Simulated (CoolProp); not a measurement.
Vapour-liquid equilibrium of CH2F2 (R32) (1) + R227EA (2) at 291 kPa; x and y are mole fractions of (1).

Computed with CoolProp (multi-fluid Helmholtz-energy mixture model, Tillner-Roth 1997 and Lemmon 2016; pair parameters Bell 2016).

| x | bubble temperature, mixture model (K) | bubble temperature, Raoult's law (K) | y, mixture model | y, Raoult's law |
|---|---|---|---|---|
| 0.05 | 279.8 | 280.3 | 0.173 | 0.174 |
| 0.2 | 268.4 | 270.5 | 0.526 | 0.513 |
| 0.35 | 260.3 | 263.3 | 0.712 | 0.703 |
| 0.5 | 254.8 | 257.5 | 0.814 | 0.820 |
| 0.65 | 251.0 | 252.9 | 0.879 | 0.897 |
| 0.8 | 248.0 | 249.0 | 0.930 | 0.951 |
| 0.95 | 245.5 | 245.7 | 0.981 | 0.990 |

The largest gap from Raoult's law is -3.0 K in bubble temperature, at x = 0.35. No azeotrope shows between x = 0.05 and 0.95.

Pair parameters are fitted to limited data, so mixtures are less certain than the pure fluids.
